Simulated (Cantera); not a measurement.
An isothermal, constant-pressure homogeneous reactor starts with CO : O2 : H2O : N2 = 0.0025 : 0.054 : 0.039 : 1 (molar parts), equivalence ratio 0.023, at 1073 K and 101000 Pa.

Computed with Cantera and GRI-Mech 3.0 (53 species, 325 reactions).

x: mole fraction; the columns are a selection and need not sum to one.

```tsv
t (s)	x CO	x O2	x H2O	x HO2	x NO2	x H2
2.00e-5	0.00228	0.0493	0.0356	<1e-12	<1e-12	<1e-12
5.39e-5	0.00228	0.0493	0.0356	1.39e-12	<1e-12	<1e-12
0.000146	0.00228	0.0493	0.0356	6.51e-12	<1e-12	<1e-12
0.000392	0.00228	0.0493	0.0356	6.10e-11	<1e-12	3.22e-12
0.00106	0.00228	0.0493	0.0356	8.02e-10	<1e-12	4.86e-11
0.00286	0.00228	0.0493	0.0356	…	<1e-12	1.34e-9
0.00770	0.00226	0.0493	0.0356	…	<1e-12	8.42e-7
0.0208	0.00168	0.0490	0.0356	…	6.78e-12	1.17e-5
0.0560	0.000821	0.0486	0.0356	…	2.93e-11	6.20e-6
0.151	0.000229	0.0483	0.0356	…	6.91e-11	1.47e-6
0.408	3.28e-5	0.0482	0.0356	…	7.83e-11	1.91e-7
1.10	2.62e-6	0.0482	0.0356	…	3.34e-11	1.58e-8
2.97	1.33e-7	0.0482	0.0356	…	7.23e-12	1.06e-9
8.00	2.57e-9	0.0482	0.0356	5.22e-10	3.96e-12	1.45e-10
```

**Question.** What belongs in the gaps?

**Answer.** 
- 0.00286, x HO2: 2.10e-8
- 0.00770, x HO2: 4.41e-6
- 0.0208, x HO2: 5.28e-6
- 0.0560, x HO2: 3.26e-6
- 0.151, x HO2: 1.18e-6
- 0.408, x HO2: 1.96e-7
- 1.10, x HO2: 1.71e-8
- 2.97, x HO2: 1.36e-9
